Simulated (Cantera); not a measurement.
Input (Python, Cantera) and output of one run.

```python
import numpy as np
import cantera as ct

gas_names = """
    H HNO HNO2 HNO3 HO2 H2 H2O H2O2 H2S H2SO4 N NH NH2 NH3 NH2OH NO NO2 NO3 N2 N2H2 N2H4 N2O O OH O2 O3
    S SH SN SO SO2 SO3 S2 S2O S8
""".split()
cond_names = """
    H2O(s) H2O(L) H2SO4(L) S(cr1) S(cr2) S(L)
""".split()


# ... load() reads the species with a 1 bar reference pressure and builds the phases ...
atoms = {
    'NH3': {'N': 1, 'H': 3},
    'SO2': {'S': 1, 'O': 2},
    'O2': {'O': 2},
}
top_T = {}  # K; cautious upper limits of use, not melting points


# ... equilibrate(T, P, feed) seeds the gas with the atoms and calls Mixture.equilibrate('TP', solver="vcs", rtol=1e-11, max_steps=5000) ...
results = []
T = 3498  # K
P = 790  # Pa
for m in [0.058, 0.17, 0.29, 0.4, 0.51, 0.63, 0.74, 0.86]:
    feed = {'NH3': 1, 'SO2': m, 'O2': 3}  # mol
    mix = equilibrate(T, P, feed)
    results.append((T, P, feed, dict(zip(mix.species_names, mix.species_moles))))

top = {s: max(r[3][s] / sum(r[3][g] for g in gas_names) for r in results) for s in gas_names}
cols = sorted((s for s in top if top[s] > 0.0001), key=lambda s: -top[s])[:8]
seen = [c for c in cond_names if any(r[3].get(c, 0) > 1e-12 for r in results)]
print("log10 of partial pressures in bar; condensed amounts in mol")
print(f"{'n(SO2)':>10s}" + "".join(f"{s[:9]:>10s}" for s in cols + seen))
for T, P, feed, n in results:
    ng = sum(n[g] for g in gas_names)
    print(f"{feed['SO2']:10.4g}" + "".join(f"{np.log10(max(n[s] / ng * P / 1e5, 1e-99)):10.3f}" for s in cols)
          + "".join(f"{n.get(c, 0):10.4g}" for c in seen))
```

Result:

```
log10 of partial pressures in bar; condensed amounts in mol
    n(SO2)         O         H         S        N2        O2        SO        OH        NO
     0.058    -2.317    -2.617    -4.378    -3.401    -4.015    -5.193    -4.237    -4.414
      0.17    -2.316    -2.631    -3.926    -3.416    -4.014    -4.740    -4.251    -4.421
      0.29    -2.316    -2.645    -3.709    -3.431    -4.013    -4.522    -4.265    -4.428
       0.4    -2.315    -2.658    -3.582    -3.445    -4.012    -4.395    -4.278    -4.434
      0.51    -2.315    -2.671    -3.490    -3.458    -4.012    -4.302    -4.290    -4.441
      0.63    -2.315    -2.685    -3.411    -3.472    -4.011    -4.224    -4.303    -4.447
      0.74    -2.314    -2.696    -3.354    -3.484    -4.010    -4.166    -4.315    -4.453
      0.86    -2.314    -2.709    -3.301    -3.497    -4.009    -4.113    -4.327    -4.459
```

These are equilibrium values from Cantera (NASA tables, ideal gas, pure condensed phases), not measurements of a reactor.
